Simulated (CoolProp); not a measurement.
Properties of 1-butene along the isobar 101 kPa (Tc = 419.3 K, pc = 4006 kPa, ω = 0.192).

The numbers come from the reference Helmholtz-energy equation of state, Lemmon 2005 in CoolProp. It is a short technical equation, of lower accuracy than the large ones.

```tsv
T (K)	phase	cp (kJ/(kg K))	cv (kJ/(kg K))	speed of sound (m/s)	expansivity (1/kK)
351.8	gas	1.747	1.588	235.7	2.994
363.4	gas	1.791	___	239.6	2.882
374.9	gas	1.834	1.678	___	2.780
386.5	gas	1.879	1.723	247.0	2.686
398	gas	1.923	1.768	250.6	2.599
409.6	gas	___	___	254.2	2.518
421.1	gas	2.012	1.858	257.7	2.443
432.6	gas	2.056	1.902	261.1	2.372
444.2	gas	2.100	1.946	264.5	2.305
455.7	gas	2.143	1.990	267.8	2.243
467.3	gas	2.186	___	271.2	2.184
478.8	gas	2.228	2.076	274.4	2.128
490.4	gas	2.270	2.119	277.6	2.075
501.9	gas	2.312	2.160	280.8	2.025
513.5	gas	2.353	2.201	283.9	1.977
525	gas	2.392	___	287.0	1.932
```

Complete the blanks.


- 363.4, cv (kJ/(kg K)): 1.633
- 374.9, speed of sound (m/s): 243.3
- 409.6, cp (kJ/(kg K)): 1.968
- 409.6, cv (kJ/(kg K)): 1.813
- 467.3, cv (kJ/(kg K)): 2.034
- 525, cv (kJ/(kg K)): 2.241
